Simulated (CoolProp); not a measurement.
Vapour-liquid equilibrium of R134a (1) + R124 (2) at 0.241 bar; x and y are mole fractions of (1).

Computed with CoolProp (multi-fluid Helmholtz-energy mixture model, Tillner-Roth 1994 and de Vries 1995; pair parameters Bell 2016).

```json
[
 {"x": "0.05", "bubble temperature, mixture model (K)": "230.3", "bubble temperature, Raoult's law (K)": "230.7", "y, mixture model": "0.110", "y, Raoult's law": "0.093"},
 {"x": "0.125", "bubble temperature, mixture model (K)": "228.7", "bubble temperature, Raoult's law (K)": "229.5", "y, mixture model": "0.247", "y, Raoult's law": "0.218"},
 {"x": "0.2", "bubble temperature, mixture model (K)": "227.4", "bubble temperature, Raoult's law (K)": "228.4", "y, mixture model": "0.359", "y, Raoult's law": "0.329"},
 {"x": "0.275", "bubble temperature, mixture model (K)": "226.2", "bubble temperature, Raoult's law (K)": "227.4", "y, mixture model": "0.453", "y, Raoult's law": "0.427"},
 {"x": "0.35", "bubble temperature, mixture model (K)": "225.2", "bubble temperature, Raoult's law (K)": "226.4", "y, mixture model": "0.534", "y, Raoult's law": "0.515"},
 {"x": "0.425", "bubble temperature, mixture model (K)": "224.3", "bubble temperature, Raoult's law (K)": "225.5", "y, mixture model": "0.604", "y, Raoult's law": "0.593"},
 {"x": "0.5", "bubble temperature, mixture model (K)": "223.5", "bubble temperature, Raoult's law (K)": "224.6", "y, mixture model": "0.666", "y, Raoult's law": "0.664"},
 {"x": "0.575", "bubble temperature, mixture model (K)": "222.8", "bubble temperature, Raoult's law (K)": "223.8", "y, mixture model": "0.722", "y, Raoult's law": "0.729"},
 {"x": "0.65", "bubble temperature, mixture model (K)": "222.1", "bubble temperature, Raoult's law (K)": "223.0", "y, mixture model": "0.774", "y, Raoult's law": "0.787"},
 {"x": "0.725", "bubble temperature, mixture model (K)": "221.5", "bubble temperature, Raoult's law (K)": "222.2", "y, mixture model": "0.824", "y, Raoult's law": "0.840"},
 {"x": "0.8", "bubble temperature, mixture model (K)": "221.0", "bubble temperature, Raoult's law (K)": "221.5", "y, mixture model": "0.872", "y, Raoult's law": "0.889"},
 {"x": "0.875", "bubble temperature, mixture model (K)": "220.5", "bubble temperature, Raoult's law (K)": "220.8", "y, mixture model": "0.919", "y, Raoult's law": "0.933"},
 {"x": "0.95", "bubble temperature, mixture model (K)": "220.1", "bubble temperature, Raoult's law (K)": "220.2", "y, mixture model": "0.967", "y, Raoult's law": "0.974"}
]
```

The largest gap from Raoult's law is -1.2 K in bubble temperature, at x = 0.35. No azeotrope shows between x = 0.05 and 0.95.

The pair parameters rest on a limited set of measurements; away from them the model extrapolates.
